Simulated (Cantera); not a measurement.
Cantera with NASA thermochemical tables; ideal gases at 1 bar, condensed phases pure. Values are per mole of reaction as written; species without (g) are pure solids or liquids, kept so even where they would boil at 1 bar.

**Question.** Between 1375 and 2075 K, where is each reaction favourable under standard conditions?
- 2 Cr + 3 N2O(g) → Cr2O3 + 3 N2(g)

**Answer.** 
- 2 Cr + 3 N2O(g) → Cr2O3 + 3 N2(g): ΔG° is -1324 kJ at 1375 K and -1293 kJ at 2075 K; it stays negative (K > 1). ΔH° is -1399 kJ and ΔS° -51 J/K at 2075 K.
